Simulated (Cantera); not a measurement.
A Cantera script and its output.

```python
import numpy as np
import cantera as ct

gas = ct.Solution("gri30.yaml")
gas.TPX = 1323, 500000, {'CO': 1, 'H2': 0.33, 'CH4': 0.23, 'O2': 3.12, 'N2': 11.8, 'CO2': 4.7}
reactor = ct.IdealGasReactor(gas, energy="on", clone=False)
net = ct.ReactorNet([reactor])
net.rtol, net.atol = 1e-08, 1e-16
show = ['CO', 'H2', 'CH4', 'HCN', 'C2H6', 'OH']
times = np.geomspace(3e-06, 3, 11)

steps = ct.SolutionArray(gas, extra=["t"])
rows = []
print(f"{'t/s':>10s}{'T/K':>9s}{'P/Pa':>11s}" + "".join(f"{s:>11s}" for s in show))
for t in times:
    while net.time < t:
        t_next = net.step()
        steps.append(gas.state, t=t_next)
    rows.append([np.interp(t, steps.t, y) for y in (steps.T, steps.P, *steps(*show).X.T)])
    print(f"{t:10.3e}{rows[-1][0]:9.1f}{rows[-1][1]:11.4g}" + "".join(f"{x:11.3e}" for x in rows[-1][2:]))
rate = np.gradient(steps.T, steps.t)
print("integrator steps:", len(steps.t))
if steps.T.max() > steps.T[0] + 200:
    print(f"time of steepest temperature rise: {steps.t[rate.argmax()]:.4e} s")
gas.TPX = 1323, 500000, {'CO': 1, 'H2': 0.33, 'CH4': 0.23, 'O2': 3.12, 'N2': 11.8, 'CO2': 4.7}
gas.equilibrate("UV")
print(f"equilibrium (UV): T = {gas.T:.1f} K  " + "  ".join(f"{s} {gas[s].X[0]:.3e}" for s in show))
```

Output:

```
       t/s      T/K       P/Pa         CO         H2        CH4        HCN       C2H6         OH
 3.000e-06   1323.0      5e+05  4.721e-02  1.558e-02  1.086e-02  1.163e-21  1.284e-12  1.549e-08
 1.194e-05   1323.0      5e+05  4.721e-02  1.558e-02  1.086e-02  3.317e-19  1.206e-09  1.166e-07
 4.755e-05   1344.0  5.077e+05  4.726e-02  1.448e-02  9.543e-03  2.377e-11  8.187e-05  8.308e-05
 1.893e-04   2040.0   7.49e+05  4.420e-03  8.899e-05  1.509e-19  4.076e-13  1.135e-34  1.632e-03
 7.536e-04   2073.8  7.597e+05  8.273e-04  2.235e-05  1.980e-20  3.187e-14  2.270e-37  8.968e-04
 3.000e-03   2074.0  7.597e+05  8.083e-04  2.202e-05  1.049e-21  3.049e-14  3.048e-39  8.912e-04
 1.194e-02   2073.8  7.597e+05  8.072e-04  2.199e-05  2.821e-22  3.031e-14  1.262e-40  8.904e-04
 4.755e-02   2073.0  7.594e+05  8.031e-04  2.189e-05  2.755e-22  2.965e-14  7.944e-41  8.869e-04
 1.893e-01   2070.1  7.583e+05  7.886e-04  2.155e-05  2.599e-22  2.756e-14  7.119e-41  8.745e-04
 7.536e-01   2063.9   7.56e+05  7.576e-04  2.080e-05  2.289e-22  2.389e-14  5.593e-41  8.480e-04
 3.000e+00   2061.6  7.552e+05  7.461e-04  2.052e-05  2.180e-22  2.272e-14 -3.138e-40  8.380e-04
integrator steps: 1429
time of steepest temperature rise: 7.2613e-05 s
equilibrium (UV): T = 2061.6 K  CO 7.460e-04  H2 2.052e-05  CH4 3.182e-22  HCN 2.272e-14  C2H6 8.170e-41  OH 8.380e-04
```

Computed with Cantera and GRI-Mech 3.0 (53 species, 325 reactions).
